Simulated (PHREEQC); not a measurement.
Consider water at 5 °C with 0.032 mol FeCl3 and 0.18 mol MgSO4 per kg of water. Closed to the air; pH follows from the charge balance.

The numbers come from PHREEQC with the ion-association model, phreeqc.dat.

| quantity | before | after |
|---|---|---|
| pH | 2.98 | 3.20 |
| ionic strength (mol/kgw) | 0.451 | 0.108 |
| SO4-2 (mol/kgw) | 0.0752 | 0.0198 |
| HSO4- (mol/kgw) | 0.00153 | 0.000389 |

Task: Name the change that produced these shifts.
A. FeCl3 left out
B. MgSO4 from 0.18 to 0.198 mol/kgw
C. diluted 5-fold with water
D. FeCl3 from 0.032 to 0.0352 mol/kgw
E. FeCl3 replaced by KCl at the same molality

Result: C, diluted 5-fold with water

No solid was allowed to form. Some of these states are supersaturated (in Hematite (slow to form), Goethite (slow to form), for instance). Away from 25 °C the constants follow the database's enthalpies or fits; those with neither stay at their 25 °C values.
